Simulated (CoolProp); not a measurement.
Vapour-liquid equilibrium of R134a (1) + R142b (2) at 0.0134 bar; x and y are mole fractions of (1).

The numbers come from the multi-fluid Helmholtz-energy mixture model, Tillner-Roth 1994 and Lemmon 2006; pair parameters Bell 2016 in CoolProp.

```tsv
x	bubble temperature, mixture model (°C)	bubble temperature, Raoult's law (°C)	y, mixture model	y, Raoult's law
0.05	-83.1	-82.7	0.140	0.109
0.125	-84.6	-83.7	0.301	0.250
0.2	-85.7	-84.7	0.423	0.369
0.275	-86.7	-85.5	0.517	0.471
0.35	-87.6	-86.3	0.593	0.558
0.425	-88.3	-87.0	0.656	0.635
0.5	-88.9	-87.7	0.710	0.702
0.575	-89.4	-88.4	0.757	0.761
0.65	-89.8	-89.0	0.800	0.814
0.725	-90.2	-89.5	0.841	0.862
0.8	-90.6	-90.1	0.882	0.904
0.875	-90.9	-90.6	0.923	0.943
0.95	-91.2	-91.1	0.968	0.978
```

The largest gap from Raoult's law is -1.3 K in bubble temperature, at x = 0.35. No azeotrope shows between x = 0.05 and 0.95.

The pair parameters rest on a limited set of measurements; away from them the model extrapolates.
